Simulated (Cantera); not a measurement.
Charge: 1 mol CH₃Cl, 0.17 mol HCl, at 1627 °C.

Method: chemical equilibrium by Gibbs-energy minimisation in Cantera with the NASA 1993 tables (ideal gas, pure condensed phases). Candidate condensed phases: C, C₆H₆, C₇H₈, C₈H₁₈; 91 gas species. Kinetics and transport are ignored.

x: gas mole fraction; n: condensed amount in mol.

```tsv
P (Pa)	x HCl	x H₂	x H	x Cl	x C₂H₂ (acetylene)	n C(graphite)
1	0.358	0.378	0.154	0.110	0.000144	0.999
6.80	0.458	0.428	0.0630	0.0508	0.000164	0.999
46	0.506	0.448	[?]	[?]	0.000171	0.999
320	0.526	0.456	[?]	[?]	0.000174	0.999
2200	0.534	0.459	0.00362	0.00318	0.000175	0.999
15000	0.537	0.460	0.00139	0.00122	0.000176	0.999
100000	0.538	0.460	0.000538	0.000475	0.000176	0.999
```

Task: Complete the blanks.

Result: 
- 320, x H: 0.00947
- 320, x Cl: 0.00825
- 46, x H: 0.0248
- 46, x Cl: 0.0211
